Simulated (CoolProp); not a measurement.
The numbers come from the reference Helmholtz-energy equation of state, Lemmon 2006 in CoolProp. It is a short technical equation, of lower accuracy than the large ones.

Task: For isopentane, give the phase and the Z, cp (kJ/(kg K)), speed of sound (m/s), fugacity coefficient at 49.75 °C and 1.66 MPa.

Result: 
- 49.75 °C and 1.66 MPa: liquid; Z 0.0754, cp 2.40, speed of sound 861, fugacity coefficient 0.123
